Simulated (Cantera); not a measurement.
A closed system holds: 1 mol B2O3, 8.8 mol H2O, held at 600 °C and 0.000390 bar.

Method: chemical equilibrium by Gibbs-energy minimisation in Cantera with the NASA 1993 tables (ideal gas, pure condensed phases). Candidate condensed phases: B, B2O3, B3O3H3, H2O; 23 gas species. Gases not in the tables: H3BO3. Equilibrium is a limit: real reactors are often held back by kinetics, nucleation or transport.

Base state: H2O 0.999, (HBO2)3 0.00112, HBO2 6.19e-5 (mole fractions); condensed: B2O3(l).

Question: What changes in the equilibrium state with this change: B2O3 replaced by B?

Answer: 
```csv
species,before,after
H2O,0.999,0.829
H2,1.91e-7,0.171
(HBO2)3,0.00112,0.000848
HBO2,6.19e-5,5.63e-5
"B2O3(l), mol",0.985,0.489
```
